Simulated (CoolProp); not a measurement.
A Linde-Hampson liquefier for CF4 (R14): isothermal reversible compression at 290 K from 1 atm to 20 MPa, throttling to 1 atm, return gas leaving the recuperator 10 K below the feed. Each further row changes one setting.

Computed with CoolProp (reference Helmholtz-energy equation of state, Platzer 1990). This equation is an older, rougher fit; its heat capacities, sound speeds and derivatives of the liquid may be far off and weren't checked against measurements.

```tsv
case	liquid yield per pass	compression work (kJ/kg of gas)
as stated	(withheld)	128
high pressure 40 MPa	(withheld)	147
warm-end temperature 320 K	(withheld)	(withheld)
warm-end gap 15 K	(withheld)	128
```

Fill in the missing entries.


- as stated, liquid yield per pass: 0.279
- high pressure 40 MPa, liquid yield per pass: 0.296
- warm-end temperature 320 K, liquid yield per pass: 0.202
- warm-end temperature 320 K, compression work (kJ/kg of gas): 148
- warm-end gap 15 K, liquid yield per pass: 0.267
